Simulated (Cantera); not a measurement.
Charge: 1 mol Si3N4, 0.47 mol H2O, 14 mol H2, held at 0.000450 bar.

Method: chemical equilibrium by Gibbs-energy minimisation in Cantera with the NASA 1993 tables (ideal gas, pure condensed phases). Candidate condensed phases: H2O, Si, SiO2, Si2N2O, Si3N4; 35 gas species. Mutual solubility and eutectic melting of coexisting phases are not modelled. Gases not in the tables: Si2H6 and higher silanes. Kinetics and transport are ignored.

Question: Which condensed phases are stable at each of these points (T (°C)): 1125, 1175, 1225, 1275, 1325, 1375, 1425, 1475, 1525, 1575, 1625, 1675?

Answer: 
```tsv
T (°C)	condensed phases	Si condensed (%)
1125	Si(s) + Si2N2O(s) + Si3N4(s)	99.9
1175	Si(s) + Si2N2O(s) + Si3N4(s)	99.7
1225	Si(s) + Si2N2O(s)	99.0
1275	Si(s) + Si2N2O(s)	91.9
1325	Si(s)	84.2
1375	Si(s)	84.0
1425	Si(l)	83.4
1475	Si(l)	82.4
1525	Si(l)	80.2
1575	Si(l)	75.8
1625	Si(l)	67.4
1675	Si(l)	51.3
```

From 1125 °C to 1175 °C the condensed part is Si(s) + Si2N2O(s) + Si3N4(s). From 1225 °C to 1275 °C the condensed part is Si(s) + Si2N2O(s). From 1325 °C to 1375 °C the condensed part is Si(s). From 1425 °C to 1675 °C the condensed part is Si(l).
